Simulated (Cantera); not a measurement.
Adiabatic ignition

An adiabatic, constant-pressure homogeneous reactor starts with 6.38 % CH4, 19.6 % O2, 74.0 % N2, equivalence ratio 0.65, at 1650 K and 11300 Torr.

Model: GRI-Mech 3.0 (53 species, 325 reactions), integrated in Cantera. The pressure lies above the range GRI-Mech 3.0 was tuned for (to about 10 atm).

| t (s) | T (K) | x CH4 | x O2 | x H2 | x CH2CO | x OH |
|---|---|---|---|---|---|---|
| 2.00e-6 | 1650 | 0.0637 | 0.196 | 3.47e-6 | 1.92e-12 | 2.95e-7 |
| 5.70e-6 | 1650 | 0.0636 | 0.196 | 2.13e-5 | 1.06e-9 | 1.18e-6 |
| 1.62e-5 | 1658 | 0.0614 | 0.195 | 0.000344 | 8.99e-7 | 7.11e-6 |
| 4.62e-5 | 2780 | <1e-12 | 0.0681 | 0.00236 | <1e-12 | 0.0132 |
| 0.000132 | 2775 | <1e-12 | 0.0663 | 0.00233 | <1e-12 | 0.0129 |
| 0.000375 | 2764 | <1e-12 | 0.0630 | 0.00230 | <1e-12 | 0.0125 |
| 0.00107 | 2755 | <1e-12 | 0.0603 | 0.00227 | <1e-12 | 0.0121 |
| 0.00304 | 2754 | <1e-12 | 0.0599 | 0.00227 | <1e-12 | 0.0120 |
| 0.00866 | 2754 | <1e-12 | 0.0599 | 0.00227 | <1e-12 | 0.0120 |
| 0.0247 | 2754 | <1e-12 | 0.0599 | 0.00227 | <1e-12 | 0.0120 |
| 0.0702 | 2754 | <1e-12 | 0.0599 | 0.00227 | <1e-12 | 0.0120 |
| 0.200 | 2754 | <1e-12 | 0.0599 | 0.00227 | <1e-12 | 0.0120 |
x: mole fraction; the columns are a selection and need not sum to one.

The time of steepest temperature rise is 32.6 µs. The temperature at 0.200 s comes out as 2754 K, the equilibrium temperature is 2754 K and the x(CH4) at 0.200 s is <1e-12 (gas-phase equilibrium <1e-12). The x(O2) at 0.200 s is 0.0599 (gas-phase equilibrium 0.0599) and the x(H2) at 0.200 s comes out as 0.00227 (gas-phase equilibrium 0.00227).
